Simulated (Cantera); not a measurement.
## N2O furnace oxynitridation

An isothermal, constant-pressure homogeneous reactor starts with 11.9 % N₂O, 0.0607 % H₂, 88.0 % N₂, at 1198 K and 9.00 Torr.

Computed with Cantera and GRI-Mech 3.0 (53 species, 325 reactions). GRI-Mech 3.0 was tuned for natural gas; its chemistry of N2O as a main component is partial and can be far from experiment. Radical loss at walls, strong at low pressure, is not modelled. The mechanism lacks the step 2 NO + O2 → 2 NO2, which can matter for NO2 below about 1400 K. The temperature is held fixed by assumption; the heat of reaction is taken as removed at once.

| t (s) | x N₂O | x H₂ | x H₂O₂ | x H₂O | x OH | x HO₂ | x NO |
|---|---|---|---|---|---|---|---|
| 4.00e-6 | 0.119 | 0.000607 | <1e-12 | <1e-12 | <1e-12 | <1e-12 | <1e-12 |
| 1.37e-5 | 0.119 | 0.000607 | <1e-12 | <1e-12 | 1.71e-12 | <1e-12 | 2.02e-12 |
| 4.66e-5 | 0.119 | 0.000607 | <1e-12 | <1e-12 | 1.99e-11 | <1e-12 | 2.30e-11 |
| 0.000159 | 0.119 | 0.000607 | <1e-12 | 2.10e-12 | 2.41e-10 | <1e-12 | 2.64e-10 |
| 0.000543 | 0.119 | 0.000607 | <1e-12 | 9.12e-11 | 3.12e-9 | 2.26e-12 | 2.98e-9 |
| 0.00185 | 0.119 | 0.000607 | <1e-12 | 4.01e-9 | 3.94e-8 | 9.93e-11 | 3.11e-8 |
| 0.00632 | 0.119 | 0.000606 | <1e-12 | 1.41e-7 | 3.64e-7 | 3.46e-9 | 2.60e-7 |
| 0.0216 | 0.119 | 0.000603 | 2.23e-11 | 3.03e-6 | 1.92e-6 | 7.05e-8 | 1.44e-6 |
| 0.0737 | 0.119 | 0.000565 | 1.37e-9 | 3.77e-5 | 5.85e-6 | 5.74e-7 | 6.11e-6 |
| 0.251 | 0.119 | 0.000378 | 4.36e-9 | 0.000224 | 8.41e-6 | 8.96e-7 | 2.28e-5 |
| 0.858 | 0.118 | 0.000112 | 1.80e-9 | 0.000491 | 5.57e-6 | 5.70e-7 | 7.22e-5 |
| 2.93 | 0.116 | 1.01e-5 | 1.56e-10 | 0.000594 | 2.94e-6 | 1.61e-7 | 0.000239 |
| 10.0 | 0.110 | 3.49e-8 | 2.20e-11 | 0.000603 | 2.59e-6 | 4.57e-8 | 0.000807 |
x: mole fraction; the columns are a selection and need not sum to one.

Equilibrium at this temperature and pressure: N₂O 9.19e-10, H₂ 2.71e-10, H₂O₂ <1e-12, H₂O 0.000573, OH 4.80e-7, HO₂ 1.22e-10, NO 0.000109 (gas phase only).
